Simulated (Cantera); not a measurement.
## Thermal oxidation and active oxidation of silicon: Si + H2O + H2

A closed system holds: 1 mol Si, 0.36 mol H2O, 30 mol H2, equilibrated at 0.00225 Torr.

Cantera equilibrium calculation (NASA polynomials, part measured and part estimated; ideal gas, pure solids and liquids). Candidate condensed phases: H2O, Si, SiO2; 18 gas species. The numbers say what is thermodynamically allowed, not how fast it happens.

From 1100 °C to 1300 °C the condensed part is Si(s). At 1325 °C nothing is condensed. The main Si-bearing gas is SiO at 1100 °C and Si at 1325 °C. The share of Si in condensed phases is highest at 1100 °C (63.6 %) and lowest at 1325 °C (0.0 %).

```tsv
T (°C)	x H2	x H	x Si	x SiO	x SiH	n Si(s)
1100	0.986	0.00191	0.000129	0.0117	1.26e-6	0.636
1125	0.985	0.00271	0.000260	0.0117	2.25e-6	0.632
1150	0.984	0.00380	0.000509	0.0117	3.92e-6	0.624
1175	0.982	0.00527	0.000975	0.0117	6.70e-6	0.610
1200	0.979	0.00723	0.00182	0.0117	1.12e-5	0.583
1225	0.975	0.00980	0.00335	0.0116	1.85e-5	0.535
1250	0.969	0.0131	0.00601	0.0116	2.99e-5	0.451
1275	0.960	0.0174	0.0106	0.0115	4.76e-5	0.305
1300	0.947	0.0228	0.0183	0.0114	7.44e-5	0.0540
1325	0.939	0.0298	0.0200	0.0113	7.35e-5	0
```
x: gas mole fraction; n: condensed amount in mol.
